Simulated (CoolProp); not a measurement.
Vapour-liquid equilibrium of R22 (1) + R134a (2) at 310.1 K; x and y are mole fractions of (1).

Values from CoolProp's multi-fluid Helmholtz-energy mixture model, Kamei 1995 and Tillner-Roth 1994; pair parameters Bell 2016.

Q: Give the bubble pressure and the first vapour's composition at x = 0.25, 0.45, 0.85. Is there an azeotrope?

A: x = 0.25: 1080 kPa, y = 0.324; x = 0.45: 1183 kPa, y = 0.531; x = 0.85: 1362 kPa, y = 0.879. No azeotrope shows between x = 0.05 and 0.95.

Pair parameters are fitted to limited data, so mixtures are less certain than the pure fluids.
